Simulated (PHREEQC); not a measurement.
Make-up at 20 °C: 18 mmol/kgw CuCl2 and 0.12 mmol/kgw HBF4. Closed to the air; pH follows from the charge balance.

Equilibrium calculation in PHREEQC: ion-association model, wateq4f.dat.

```csv
quantity,before,after
pH,3.50,3.75
ionic strength (mol/kgw),0.0530,0.0529
CuCl+ (mol/kgw),0.000612,0.000613
CuCl2 (mol/kgw),7.17e-6,7.19e-6
CuOH+ (mol/kgw),3.23e-7,5.80e-7
Cu2(OH)2+2 (mol/kgw),4.06e-8,1.30e-7
SI of Atacamite (Cu2(OH)3Cl),-2.77,-2.01
SI of Tenorite (CuO),-2.89,-2.38
```

Task: Which change was made?
(A) temperature from 20 to 25 °C
(B) HBF4 left out
(C) HBF4 from 0.00012 to 6e-05 mol/kgw
(D) 0.0026 mol/kgw LiOH added
(E) HBF4 replaced by Na2SiF6 at the same molality

Result: C, HBF4 from 0.00012 to 6e-05 mol/kgw

This is a speciation only: nothing precipitates in the calculation. Real BF4- forms and hydrolyses slowly; the run takes it at equilibrium.
